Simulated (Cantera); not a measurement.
Feed: 1 mol Ta2O5, 880 mol H2, 0.093 mol H2O, at 1123.15 K and 10.0 mbar.

Cantera equilibrium calculation (NASA polynomials, part measured and part estimated; ideal gas, pure solids and liquids). Candidate condensed phases: H2O, Ta, Ta2O5; 12 gas species. Rates play no part.

Problem. What is the equilibrium state?

Solution. 
| Quantity | Value |
|---|---|
| x(H2) | 1.000 |
| x(H2O) | 0.000106 |
| n(Ta2O5(s)) | 1.00 mol |
| gas amount | 880.1 mol |
| log10 activity of Ta(s) (absent) | -4.60 |
